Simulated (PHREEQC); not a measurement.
Dissolve 0.014 mol/kgw KHCO3, 0.0092 mol/kgw Na2SO4 and 0.47 mol/kgw KCl at 25 °C. Closed to the air; pH follows from the charge balance.

The numbers come from PHREEQC with the ion-association model, phreeqc.dat.

Precipitation was switched off in this run.

Q: Predict the pH, activity of water, specific conductance.

A: pH 7.98; activity of water 0.983; specific conductance 52100 µS/cm.

Q: In which forms is C present?

A: HCO3- 97 %, CO2 1.4 %, CO3-2 1.3 % of the C.
